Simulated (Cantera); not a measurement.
A Cantera script and what it prints.

```python
import numpy as np
import cantera as ct

gas_names = [...]  # 49 gases of nasa_gas.yaml made of B, Cl, H, N, O
cond_names = """
    B(b) B(L) BN(s) B2O3(L) B3O3H3(cr) H2O(s) H2O(L) NH4CL(a) NH4CL(b)
""".split()


# ... load() reads the species with a 1 bar reference pressure and builds the phases ...
atoms = {
    'BCl3': {'B': 1, 'CL': 3},
    'H2O': {'H': 2, 'O': 1},
    'N2': {'N': 2},
}
top_T = {'BN(s)': 3200}  # K; cautious upper limits of use, not melting points


# ... equilibrate(T, P, feed) seeds the gas with the atoms and calls Mixture.equilibrate('TP', solver="vcs", rtol=1e-11, max_steps=5000) ...
results = []
feed = {'BCl3': 1, 'H2O': 8.9, 'N2': 1.1}  # mol
T = 1525  # K
P = 100000  # Pa
mix = equilibrate(T, P, feed)
results.append((T, P, feed, dict(zip(mix.species_names, mix.species_moles))))
x = sorted(zip(gas.X, gas.species_names), reverse=True)
print(f"T = {T:g} K  P = {P:g} Pa  gas = {mix.phase_moles(0):.4g} mol")
print("   x: " + "  ".join(f"{s} {v:.3e}" for v, s in x if v > 0.0001))
print("   condensed (mol): " + ("  ".join(f"{mix.phase(i).name} {mix.phase_moles(i):.4g}"
      for i in range(1, mix.n_phases) if mix.phase_moles(i) > 1e-12) or "none"))
```

It prints:

```
T = 1525 K  P = 100000 Pa  gas = 11.63 mol
   x: H2O 6.212e-01  HCL 2.576e-01  N2 9.459e-02  HBO2 2.376e-02  H3B3O6 2.130e-03  CL 2.999e-04  H2 2.658e-04
   condensed (mol): B2O3(L) 0.3242
```

Cantera equilibrium calculation (NASA polynomials, part measured and part estimated; ideal gas, pure solids and liquids). Gases not in the tables: H3BO3.
